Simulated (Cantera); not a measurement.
Stirred combustor or abatement burner

A perfectly stirred reactor is fed with C3H8 : O2 : N2 = 1 : 7.04 : 26.5 (molar parts), equivalence ratio 0.71, at 3.95 atm; it is adiabatic with a 350 K inlet, and is followed from long to short residence time, starting on the burning branch (τ in s: 0.16, 0.064, 0.026, 0.011, 0.0043, 0.0017, 0.00071, 0.00029, 0.00012, 4.8e-05, 1.9e-05, 7.9e-06).

Computed with Cantera and GRI-Mech 3.0 (53 species, 325 reactions). GRI-Mech 3.0 was tuned for natural gas; its chemistry of propane as a main component is partial and can be far from experiment.

```
τ (s)    T (K)   x C3H8    x O2    x CH4       x O  x CH2CO    x C2H6    x HCO
-------  -----  -------  ------  -------  --------  -------  --------  -------
0.16      1940  1.63e-7  0.0572  1.74e-7   6.60e-5  3.07e-7  4.33e-10  2.43e-9
0.064     1938  3.76e-7  0.0573  3.29e-7   8.63e-5  7.00e-7  9.33e-10  6.12e-9
0.026     1935  8.19e-7  0.0573  5.42e-7  0.000126  1.50e-6   1.84e-9  1.54e-8
0.011     1930  1.65e-6  0.0575  8.03e-7  0.000197  2.98e-6   3.33e-9  3.77e-8
0.0043    1920  3.38e-6  0.0578  1.20e-6  0.000332  6.06e-6   6.32e-9  1.02e-7
0.0017    1903  6.66e-6  0.0584  1.86e-6  0.000557  1.18e-5   1.28e-8  2.78e-7
0.00071   1878  1.25e-5  0.0594  3.17e-6  0.000880  2.16e-5   2.87e-8  7.19e-7
0.00029   1837  2.46e-5  0.0614  6.85e-6   0.00131  4.00e-5   7.97e-8  1.90e-6
0.00012   1770  5.45e-5  0.0655  2.05e-5   0.00167  7.86e-5   2.81e-7  4.92e-6
4.8e-5     350   0.0290   0.204   <1e-12    <1e-12   <1e-12    <1e-12   <1e-12
1.9e-5     350   0.0290   0.204   <1e-12    <1e-12   <1e-12    <1e-12   <1e-12
7.9e-6     350   0.0290   0.204   <1e-12    <1e-12   <1e-12    <1e-12   <1e-12
```
x: mole fraction; the columns are a selection and need not sum to one.
